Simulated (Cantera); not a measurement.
## Gas-phase reforming

A perfectly stirred reactor is fed with CH₄ : CO₂ = 1 : 0.43 (molar parts), at 330 Torr; it is held at 2173 K, and followed from long to short residence time.

Cantera simulation using GRI-Mech 3.0 (53 species, 325 reactions); the numbers are that mechanism's predictions, not measurements. GRI-Mech 3.0 stops at C3 and has no aromatics, soot or wall deposition, so with more carbon than oxygen in the feed, carbon stays in small species such as C2H2 where larger ones or solid carbon would form.

| τ (s) | x CH₄ | x CO₂ | x CO | x CH₂ | x O | x CH₂CO |
|---|---|---|---|---|---|---|
| 13 | 0.000566 | 8.23e-6 | 0.300 | 1.38e-6 | 2.60e-10 | 2.70e-7 |
| 4.9 | 0.000786 | 2.17e-5 | 0.300 | 1.90e-6 | 6.75e-10 | 4.38e-7 |
| 1.9 | 0.00117 | 5.57e-5 | 0.300 | 2.80e-6 | 1.71e-9 | 7.94e-7 |
| 0.73 | 0.00185 | 0.000144 | 0.299 | 4.28e-6 | 4.30e-9 | 1.59e-6 |
| 0.28 | 0.00298 | 0.000372 | 0.298 | 6.60e-6 | 1.06e-8 | 3.38e-6 |
| 0.11 | 0.00482 | 0.000923 | 0.295 | 9.96e-6 | 2.43e-8 | 7.33e-6 |
| 0.042 | 0.00796 | 0.00227 | 0.287 | 1.49e-5 | 5.18e-8 | 1.64e-5 |
| 0.016 | 0.0132 | 0.00523 | 0.272 | 2.17e-5 | 9.47e-8 | 3.54e-5 |
| 0.0062 | 0.0219 | 0.0112 | 0.246 | 3.04e-5 | 1.41e-7 | 6.82e-5 |
x: mole fraction; the columns are a selection and need not sum to one.
